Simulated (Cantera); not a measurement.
Feed: 1 mol Cu, 3.6 mol F₂, 12 mol H₂, equilibrated at 28.0 Pa.

Cantera equilibrium calculation (NASA polynomials, part measured and part estimated; ideal gas, pure solids and liquids). Candidate condensed phases: Cu, CuF₂; 15 gas species. Equilibrium is a limit: real reactors are often held back by kinetics, nucleation or transport.

log p: log10 of the partial pressure in bar; n: condensed amount in mol.

```csv
T (K),log p H₂,log p HF,log p Cu,log p H,log p CuF,log p Cu₂,log p H₂F₂,n Cu(s),n Cu(l)
425,-3.82,-3.89,<-15,<-15,<-15,<-15,-10.10,1.00,0
575,-3.82,-3.89,<-15,<-15,<-15,<-15,[?],1.00,0
725,-3.82,-3.89,<-15,-14.94,<-15,<-15,-11.60,1.00,0
875,-3.82,-3.89,[?],[?],[?],<-15,[?],1.00,0
1025,-3.82,-3.89,-10.38,-10.27,-10.93,<-15,-12.22,1.000,0
1175,-3.82,-3.89,-8.22,-8.82,-9.27,-12.89,-12.41,1.000,0
1325,-3.82,-3.89,-6.55,-7.70,-7.99,-10.53,-12.55,0.984,0
1475,-3.83,-3.90,-5.27,-6.80,-7.02,-8.75,-12.67,0,0.690
```

Question: Fill in the missing entries.

Answer: 
- 575, log p H₂F₂: -11.04
- 875, log p Cu: -13.30
- 875, log p H: -12.21
- 875, log p CuF: -13.17
- 875, log p H₂F₂: -11.96
